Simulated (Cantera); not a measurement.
# Equilibrium for boron, boron nitride and boron oxide: B + NH3 + N2

Input: 1 mol B, 7.3 mol NH3, 16 mol N2, held at 133 Pa.

Equilibrium computed with Cantera from the NASA thermochemical tables; the gas is ideal and each condensed phase is pure. Candidate condensed phases: B, BN; 15 gas species. The tables' values for BH2 are old estimates; treat these amounts as uncertain. Equilibrium is a limit: real reactors are often held back by kinetics, nucleation or transport.

```tsv
T (K)	log p N2	log p H2	log p H	log p B	log p BH2	log p BH	log p BN	log p BH3	n BN(s)	n B(s)
998	-3.07	-3.31	-10.32	<-14	<-14	<-14	<-14	<-14	1.00	0
1098	-3.07	-3.31	-9.26	<-14	<-14	<-14	<-14	<-14	1.00	0
1198	-3.07	-3.31	-8.38	<-14	-14.82	<-14	<-14	<-14	1.00	0
1298	-3.07	-3.31	-7.63	<-14	-13.32	<-14	<-14	-14.62	1.00	0
1398	-3.07	-3.31	-6.98	<-14	-12.04	<-14	<-14	-13.64	1.00	0
1498	-3.07	-3.31	-6.42	-14.35	-10.94	-14.58	<-14	-12.80	1.00	0
1598	-3.07	-3.31	-5.93	-12.59	-9.97	-13.08	-13.51	-12.06	1.000	0
1698	-3.07	-3.32	-5.50	-11.04	-9.12	-11.77	-12.13	-11.41	1.000	0
1798	-3.07	-3.32	-5.11	-9.66	-8.37	-10.60	-10.90	-10.84	1.000	0
1898	-3.07	-3.32	-4.77	-8.43	-7.70	-9.56	-9.80	-10.33	0.999	0
1998	-3.08	-3.34	-4.46	-7.32	-7.10	-8.63	-8.82	-9.88	0.997	0
2098	-3.08	-3.36	-4.19	-6.32	-6.57	-7.79	-7.93	-9.50	0.982	0
2198	-3.09	-3.40	-3.95	-5.57	-6.28	-7.20	-7.28	-9.34	0	0.921
```
log p: log10 of the partial pressure in bar; n: condensed amount in mol.

From 998 K to 2098 K the condensed part is BN(s). At 2198 K the condensed part is B(s).
